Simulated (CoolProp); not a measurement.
Vapour-liquid equilibrium of CH2F2 (R32) (1) + R236EA (2) at 314.7 K; x and y are mole fractions of (1).

Model: multi-fluid Helmholtz-energy mixture model, Tillner-Roth 1997 and Rui 2013; pair parameters Bell 2016, in CoolProp.

| x | bubble pressure, mixture model (MPa) | bubble pressure, Raoult's law (MPa) | y, mixture model | y, Raoult's law |
|---|---|---|---|---|
| 0.05 | 0.4317 | 0.4650 | 0.200 | 0.277 |
| 0.2 | 0.6839 | 0.7979 | 0.541 | 0.645 |
| 0.35 | 0.9642 | 1.131 | 0.714 | 0.797 |
| 0.5 | 1.273 | 1.464 | 0.818 | 0.879 |
| 0.65 | 1.614 | 1.797 | 0.890 | 0.931 |
| 0.8 | 1.994 | 2.129 | 0.943 | 0.967 |
| 0.95 | 2.420 | 2.462 | 0.987 | 0.993 |

The largest gap from Raoult's law is -14.7 % in bubble pressure, at x = 0.35. No azeotrope shows between x = 0.05 and 0.95.

Pair parameters are fitted to limited data, so mixtures are less certain than the pure fluids.
